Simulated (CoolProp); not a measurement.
Values from CoolProp's reference Helmholtz-energy equation of state, Lemmon 2006. It is a short technical equation, of lower accuracy than the large ones.

### Question
Give the vapour pressure (MPa), enthalpy of vaporisation (kJ/kg), vapour Z, surface tension (mN/m) of saturated carbon monoxide at 98.3, 115.3 K.

### Answer
```tsv
T (K)	p (MPa)	enthalpy of vaporisation (kJ/kg)	vapour Z	surface tension (mN/m)
98.3	0.479	188	0.877	6.06
115.3	1.46	146	0.727	2.79
```

Surface tension comes from a separate correlation (Mulero 2012).
